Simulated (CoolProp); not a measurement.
Computed with CoolProp (reference Helmholtz-energy equation of state, Thol 2015).

Task: For octamethylcyclotetrasiloxane (D4), give the phase and the density (kg/m³), cv (kJ/(kg K)), expansivity (1/kK), fugacity coefficient at 262.05 °C and 0.541 MPa.

Result: 
- 262.05 °C and 0.541 MPa: gas; density 48.1, cv 1.88, expansivity 5.28, fugacity coefficient 0.802
